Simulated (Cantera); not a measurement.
A diamond (100) surface in a fixed gas of H2 with x(CH4) = 0.0039, x(H) = 0.012, at 1223 K, 48.0 Torr; coverages are run to steady state.

Computed with Cantera and the Harris–Goodwin 1993 mechanism for the reconstructed diamond (100) surface.

θ: site fractions in the mechanism's names (c6HH fully hydrogenated, c6H* and c6*H radical sites, c6** diradical, c6HM methylated).

```
x(CH3)   growth (µm/h)  θ c6HH  θ c6H*  θ c6*H  θ c6**    θ c6HM
-------  -------------  ------  ------  ------  ------  --------
1e-06                …   0.424  0.0411   0.501  0.0337   8.67e-6
2.6e-06              …   0.424  0.0411   0.501  0.0337   2.25e-5
6.5e-06              …   0.424  0.0411   0.501  0.0337   5.64e-5
1.7e-05              …   0.424  0.0411   0.501  0.0337  0.000147
4.3e-05              …   0.424  0.0410   0.501  0.0337  0.000373
0.00011              …   0.424  0.0410   0.500  0.0336  0.000951
0.00028              …   0.423  0.0409   0.499  0.0334   0.00241
0.00072              …   0.420  0.0406   0.495  0.0329   0.00614
0.0018               …   0.414  0.0399   0.487  0.0317    0.0150
```

Q: What belongs in the gaps?

A: 
- 1e-06, growth (µm/h): 0.0354
- 2.6e-06, growth (µm/h): 0.0920
- 6.5e-06, growth (µm/h): 0.230
- 1.7e-05, growth (µm/h): 0.601
- 4.3e-05, growth (µm/h): 1.52
- 0.00011, growth (µm/h): 3.88
- 0.00028, growth (µm/h): 9.84
- 0.00072, growth (µm/h): 25.0
- 0.0018, growth (µm/h): 60.9
